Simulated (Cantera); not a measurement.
Input (Python, Cantera):

```python
import numpy as np
import cantera as ct

gas = ct.Solution("gri30.yaml")
gas.TPX = 1675, 13332, {'NO': 1, 'N2': 2.2}
reactor = ct.IdealGasConstPressureReactor(gas, energy="off", clone=False)
net = ct.ReactorNet([reactor])
net.rtol, net.atol = 1e-08, 1e-18
show = ['NO', 'O', 'N2O', 'O2', 'NO2', 'N2']
times = np.geomspace(1e-06, 20, 13)

steps = ct.SolutionArray(gas, extra=["t"])
rows = []
print(f"{'t/s':>10s}{'T/K':>9s}{'P/Pa':>11s}" + "".join(f"{s:>11s}" for s in show))
for t in times:
    while net.time < t:
        t_next = net.step()
        steps.append(gas.state, t=t_next)
    rows.append([np.interp(t, steps.t, y) for y in (steps.T, steps.P, *steps(*show).X.T)])
    print(f"{t:10.3e}{rows[-1][0]:9.1f}{rows[-1][1]:11.4g}" + "".join(f"{x:11.3e}" for x in rows[-1][2:]))
rate = np.gradient(steps.T, steps.t)
print("integrator steps:", len(steps.t))
if steps.T.max() > steps.T[0] + 200:
    print(f"time of steepest temperature rise: {steps.t[rate.argmax()]:.4e} s")
gas.TPX = 1675, 13332, {'NO': 1, 'N2': 2.2}
gas.equilibrate("TP")
print(f"equilibrium (TP): T = {gas.T:.1f} K  " + "  ".join(f"{s} {gas[s].X[0]:.3e}" for s in show))
```

It prints:

```
       t/s      T/K       P/Pa         NO          O        N2O         O2        NO2         N2
 1.000e-06   1675.0  1.333e+04  3.125e-01  9.036e-10  9.040e-10  4.408e-15  3.922e-13  6.875e-01
 4.059e-06   1675.0  1.333e+04  3.125e-01  3.663e-09  3.669e-09  7.547e-14  6.714e-12  6.875e-01
 1.648e-05   1675.0  1.333e+04  3.125e-01  1.479e-08  1.489e-08  1.195e-12  1.062e-10  6.875e-01
 6.687e-05   1675.0  1.333e+04  3.125e-01  5.879e-08  6.040e-08  1.934e-11  1.716e-09  6.875e-01
 2.714e-04   1675.0  1.333e+04  3.125e-01  2.197e-07  2.446e-07  3.027e-10  2.652e-08  6.875e-01
 1.102e-03   1675.0  1.333e+04  3.125e-01  6.629e-07  9.825e-07  4.348e-09  3.459e-07  6.875e-01
 4.472e-03   1675.0  1.333e+04  3.125e-01  1.322e-06  3.827e-06  6.317e-08  2.886e-06  6.875e-01
 1.815e-02   1675.0  1.333e+04  3.125e-01  2.784e-06  1.321e-05  1.434e-06  1.457e-05  6.875e-01
 7.368e-02   1675.0  1.333e+04  3.123e-01  5.192e-06  3.038e-05  3.295e-05  3.667e-05  6.876e-01
 2.991e-01   1675.0  1.333e+04  3.119e-01  5.755e-06  3.584e-05  2.419e-04  4.139e-05  6.878e-01
 1.214e+00   1675.0  1.333e+04  3.102e-01  6.423e-06  3.539e-05  1.107e-03  4.705e-05  6.886e-01
 4.927e+00   1675.0  1.333e+04  3.032e-01  8.554e-06  3.360e-05  4.572e-03  6.440e-05  6.921e-01
 2.000e+01   1675.0  1.333e+04  2.769e-01  1.381e-05  2.758e-05  1.768e-02  1.005e-04  7.053e-01
integrator steps: 565
equilibrium (TP): T = 1675.0 K  NO 2.351e-03  O 3.707e-05  N2O 5.210e-08  O2 1.551e-01  NO2 2.447e-06  N2 8.426e-01
```

Cantera simulation using GRI-Mech 3.0 (53 species, 325 reactions); the numbers are that mechanism's predictions, not measurements.
